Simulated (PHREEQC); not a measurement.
Solution (25 °C): 1.5 mol/kgw NaBr, 0.65 mol/kgw SrCl2 and 0.0009 mol/kgw H4SiO4. Closed to the air; pH follows from the charge balance.

The numbers come from PHREEQC with the Pitzer model, pitzer.dat.

Q: The ionic strength comes out as 3.45 mol/kgw. What activity coefficients do Na+, Br-, Cl-, Sr+2 get?

A: Na+ 1.00, Br- 0.66, Cl- 0.57, Sr+2 0.51. Single-ion values are on the MacInnes scale.

No solid was allowed to form. In brines, pH and single-ion activities rest on the MacInnes convention.
